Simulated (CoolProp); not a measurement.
C2F6 (R116) along the isotherm 59.65 °C: fugacity coefficient from the reference equation and from simpler models built on Tc = 19.9 °C, pc = 3048 kPa, ω = 0.257; each cubic takes its own stable root.

Values from CoolProp's reference Helmholtz-energy equation of state, Lemmon 2006. It is a short technical equation, of lower accuracy than the large ones.

```csv
p (kPa),phase,reference
1020,gas,0.9294
2030,gas,0.8616
3050,supercritical,0.7951
4060,supercritical,0.7314
5080,supercritical,0.6702
6100,supercritical,0.6145
7110,supercritical,0.5679
8130,supercritical,0.5299
9140,supercritical,0.4999
10200,supercritical,0.4747
11200,supercritical,0.4556
12200,supercritical,0.4399
13200,supercritical,0.4270
14200,supercritical,0.4164
15200,supercritical,0.4077
```

How far does each simpler model (Soave-Redlich-Kwong, Peng-Robinson) lie from the reference over these 15 states: mean and median of the absolute difference, and the worst?


- Soave-Redlich-Kwong: mean 2.8 %, median 3.0 %, worst +6.0 % at 59.65 °C and 15200 kPa
- Peng-Robinson: mean 3.2 %, median 3.3 %, worst -3.9 % at 59.65 °C and 5080 kPa
